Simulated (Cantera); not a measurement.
Charge: 1 mol Al, 24 mol N2, 140 mol H2, 1.1 mol O2, held at 1673.15 K and 66.0 mbar.

Cantera equilibrium calculation (NASA polynomials, part measured and part estimated; ideal gas, pure solids and liquids). Candidate condensed phases: Al, AlN, Al2O3, H2O; 35 gas species. The numbers say what is thermodynamically allowed, not how fast it happens.

Base state: H2 0.849, N2 0.146, H2O 0.00427, H 0.000409 (mole fractions); condensed: Al2O3(s).

Task: What changes in the equilibrium state with this change: temperature from 1673.15 K to 2125 K?

Result: 
```tsv
species	before	after
H2	0.849	0.837
N2	0.146	0.145
H	0.000409	0.0129
Al	<1e-9	2.43e-5
AlOH	8.08e-9	1.72e-5
H2O	0.00427	0.00429
Al2O3(s), mol	0.500	0.496
```
The tables' values for AlOH are old estimates; treat these amounts as uncertain.

Task: What changes in the equilibrium state with this change: O2 from 1.1 to 1 mol?

Result: 
```
species          before     after
-------------  --------  --------
H2                0.849     0.850
N2                0.146     0.146
H2O             0.00427   0.00305
H              0.000409  0.000409
Al2O3(s), mol     0.500     0.500
```
